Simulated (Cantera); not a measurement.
Cu + HF + N2 (aluminium and copper etching)

A closed system holds: 1 mol Cu, 9.5 mol HF, 0.7 mol N2, at 1.00 bar.

Cantera equilibrium calculation (NASA polynomials, part measured and part estimated; ideal gas, pure solids and liquids). Candidate condensed phases: Cu, CuF2; 25 gas species. Rates play no part.

| T (K) | log p HF | log p N2 | log p CuF | log p H2 | log p H2F2 | log p Cu | n Cu(s) | n Cu(l) |
|---|---|---|---|---|---|---|---|---|
| 700 | -0.03 | -1.16 | -10.43 | -9.27 | -3.81 | <-12 | 1.00 | 0 |
| 800 | -0.03 | -1.16 | -8.42 | -8.50 | -4.08 | <-12 | 1.00 | 0 |
| 900 | -0.03 | -1.16 | -7.13 | -7.34 | -4.30 | <-12 | 1.000 | 0 |
| 1000 | -0.03 | -1.16 | -6.12 | -6.38 | -4.47 | -10.81 | 1.000 | 0 |
| 1100 | -0.03 | -1.16 | -5.30 | -5.58 | -4.60 | -9.23 | 1.000 | 0 |
| 1200 | -0.03 | -1.16 | -4.63 | -4.92 | -4.72 | -7.91 | 1.000 | 0 |
| 1300 | -0.03 | -1.16 | -4.06 | -4.35 | -4.81 | -6.80 | 0.999 | 0 |
| 1400 | -0.03 | -1.16 | -3.58 | -3.88 | -4.89 | -5.87 | 0 | 0.997 |
| 1500 | -0.03 | -1.16 | -3.19 | -3.48 | -4.95 | -5.08 | 0 | 0.993 |
log p: log10 of the partial pressure in bar; n: condensed amount in mol.

From 700 K to 1300 K the condensed part is Cu(s). From 1400 K to 1500 K the condensed part is Cu(l).
